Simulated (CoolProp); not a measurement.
A Linde-Hampson liquefier for carbon monoxide: isothermal reversible compression at 230 K from 1 atm to 25 MPa, throttling to 1 atm, return gas leaving the recuperator 5 K below the feed. Each further row changes one setting.

Computed with CoolProp (reference Helmholtz-energy equation of state, Lemmon 2006). It is a short technical equation, of lower accuracy than the large ones.

```csv
case,liquid yield per pass,compression work (kJ/kg of gas)
as stated,0.185,363
high pressure 50 MPa,0.190,419
warm-end temperature 260 K,0.131,419
warm-end gap 10 K,0.173,363
```
